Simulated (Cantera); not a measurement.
An isothermal, constant-pressure homogeneous reactor starts with 15.4 % NH3, 84.6 % N2, at 2350 K and 0.493 atm.

Computed with Cantera and the gas-phase N/H chemistry of the illustrative SiF4/NH3 mechanism in the Surface Chemkin manual (1991). Walls and surfaces, which speed up NH3 decomposition in real reactors, are not modelled.

x: mole fraction; the columns are a selection and need not sum to one.

```
t (s)        x NH3     x NH2      x H2       x H     x NH
--------  --------  --------  --------  --------  -------
4.00e-5      0.152   0.00147  0.000983   1.20e-5  1.77e-5
9.72e-5      0.149   0.00230   0.00370   3.21e-5  3.78e-5
0.000236     0.143   0.00214         ?         ?        ?
0.000574     0.128   0.00170    0.0315  0.000143  5.88e-5
0.00139     0.0995   0.00125    0.0693  0.000283  6.26e-5
0.00339     0.0550  0.000765     0.127  0.000563  5.56e-5
0.00823     0.0138  0.000285     0.181   0.00117  3.53e-5
0.0200    0.000387   2.29e-5     0.197   0.00366  8.67e-6
0.0486     5.50e-6   6.81e-7     0.195   0.00756  5.43e-7
0.118      1.10e-6   1.42e-7     0.195   0.00785  1.18e-7
0.287      5.39e-7   6.94e-8     0.195   0.00785  5.75e-8
0.697      4.75e-7   6.12e-8     0.195   0.00785  5.07e-8
1.69       4.75e-7   6.11e-8     0.195   0.00785  5.06e-8
4.12       4.75e-7   6.11e-8     0.195   0.00785  5.06e-8
10.0       4.75e-7   6.11e-8     0.195   0.00785  5.06e-8
```

Problem. What belongs in the gaps?

Solution. 
- 0.000236, x H2: 0.0123
- 0.000236, x H: 7.19e-5
- 0.000236, x NH: 5.01e-5
